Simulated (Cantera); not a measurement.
An adiabatic, constant-volume homogeneous reactor starts with 20.5 % CH₃OH, 16.1 % O₂, 60.7 % N₂, 2.66 % CO₂, at 1200 K and 5.20 bar.

Cantera simulation using GRI-Mech 3.0 (53 species, 325 reactions); the numbers are that mechanism's predictions, not measurements. GRI-Mech 3.0 was tuned for natural gas; its chemistry of methanol as a main component is partial and can be far from experiment.

One state of this run: T (K) = 2702; P (bar) = 14.7; x CH₃OH = 3.04e-12; x O₂ = 8.44e-5; x CO₂ = 0.0481; x NO = 0.000504; x OH = 0.00283. x: mole fraction; the columns are a selection and need not sum to one.

Q: Which value of t (s) does it belong to?
(A) 6.05e-5
(B) 2.46e-5
(C) 0.000149
(D) 0.00546

A: D, 0.00546
